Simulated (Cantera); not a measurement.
Input: 1 mol Si3N4, 0.0012 mol O2, 9.3 mol H2, at 33.0 mbar.

Method: chemical equilibrium by Gibbs-energy minimisation in Cantera with the NASA 1993 tables (ideal gas, pure condensed phases). Candidate condensed phases: H2O, Si, SiO2, Si2N2O, Si3N4; 35 gas species. Mutual solubility and eutectic melting of coexisting phases are not modelled. Gases not in the tables: Si2H6 and higher silanes. Kinetics and transport are ignored.

Problem. Which condensed phases are stable at each of these points (T (K)): 1200, 1250, 1300, 1350, 1400, 1450, 1500, 1550, 1600, 1650, 1700, 1750, 1800, 1850?

Solution. 
```json
[
 {"T (K)": "1200", "condensed phases": "Si2N2O(s) + Si3N4(s)", "Si condensed (%)": "100.0"},
 {"T (K)": "1250", "condensed phases": "Si2N2O(s) + Si3N4(s)", "Si condensed (%)": "100.0"},
 {"T (K)": "1300", "condensed phases": "Si2N2O(s) + Si3N4(s)", "Si condensed (%)": "100.0"},
 {"T (K)": "1350", "condensed phases": "Si2N2O(s) + Si3N4(s)", "Si condensed (%)": "100.0"},
 {"T (K)": "1400", "condensed phases": "Si(s) + Si2N2O(s) + Si3N4(s)", "Si condensed (%)": "100.0"},
 {"T (K)": "1450", "condensed phases": "Si(s) + Si2N2O(s) + Si3N4(s)", "Si condensed (%)": "100.0"},
 {"T (K)": "1500", "condensed phases": "Si(s) + Si2N2O(s) + Si3N4(s)", "Si condensed (%)": "100.0"},
 {"T (K)": "1550", "condensed phases": "Si(s) + Si2N2O(s) + Si3N4(s)", "Si condensed (%)": "100.0"},
 {"T (K)": "1600", "condensed phases": "Si(s) + Si2N2O(s) + Si3N4(s)", "Si condensed (%)": "99.9"},
 {"T (K)": "1650", "condensed phases": "Si(s) + Si3N4(s)", "Si condensed (%)": "99.9"},
 {"T (K)": "1700", "condensed phases": "Si(l) + Si3N4(s)", "Si condensed (%)": "99.9"},
 {"T (K)": "1750", "condensed phases": "Si(l) + Si3N4(s)", "Si condensed (%)": "99.9"},
 {"T (K)": "1800", "condensed phases": "Si(l)", "Si condensed (%)": "99.9"},
 {"T (K)": "1850", "condensed phases": "Si(l)", "Si condensed (%)": "99.8"}
]
```

From 1200 K to 1350 K the condensed part is Si2N2O(s) + Si3N4(s). From 1400 K to 1600 K the condensed part is Si(s) + Si2N2O(s) + Si3N4(s). At 1650 K the condensed part is Si(s) + Si3N4(s). From 1700 K to 1750 K the condensed part is Si(l) + Si3N4(s). From 1800 K to 1850 K the condensed part is Si(l).
